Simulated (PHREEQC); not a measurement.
Metal-bearing waste water: an equilibrium model

Dissolve 0.011 mol MnSO4 and 0.25 mol CuCl2 per kg of water at 25 °C. Closed to the air; pH follows from the charge balance.

Equilibrium calculation in PHREEQC: ion-association model, phreeqc.dat.

This is a speciation only: nothing precipitates in the calculation.

Q: What pH, density does the model give?

A: pH 4.13; density 1.028 g/cm³.

Q: In which forms is Mn present?

A: Mn+2 69 %, MnCl+ 27 %, MnSO4 2.0 %, MnCl2 1.9 % of the Mn.
